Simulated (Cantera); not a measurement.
A closed system holds: 1 mol Al, 2.8 mol N2O, 43 mol H2, equilibrated at 1723.15 K and 0.00250 bar.

Equilibrium computed with Cantera from the NASA thermochemical tables; the gas is ideal and each condensed phase is pure. Candidate condensed phases: Al, AlN, Al2O3, H2O; 35 gas species. Equilibrium is a limit: real reactors are often held back by kinetics, nucleation or transport.

What is the equilibrium state?


```
Item                                  Value
--------------------------------  ---------
x(H2)                                 0.907
x(N2)                                0.0610
x(H2O)                               0.0283
x(H)                                0.00348
x(OH)                               5.96e-6
n(Al2O3(s))                       0.500 mol
gas amount                        45.88 mol
log10 activity of Al(l) (absent)      -7.88
```
